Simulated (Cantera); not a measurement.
Ta2O5 + H2 (hydrogen reduction and annealing atmospheres)

Feed: 1 mol Ta2O5, 5.4 mol H2, equilibrated at 1900 °C and 75.0 Torr.

Method: chemical equilibrium by Gibbs-energy minimisation in Cantera with the NASA 1993 tables (ideal gas, pure condensed phases). Candidate condensed phases: H2O, Ta, Ta2O5; 12 gas species. Mutual solubility and eutectic melting of coexisting phases are not modelled. Condensed phases not in the tables: N, O or C dissolved in the metal. Kinetics and transport are ignored.

| Quantity | Value |
|---|---|
| x(H2) | 0.981 |
| x(H) | 0.0151 |
| x(H2O) | 0.00333 |
| x(TaO2) | 0.000143 |
| x(TaO) | 2.92e-5 |
| x(OH) | 6.87e-6 |
| n(Ta(s)) | 0.00701 mol |
| n(Ta2O5(l)) | 0.996 mol |
| gas amount | 5.442 mol |
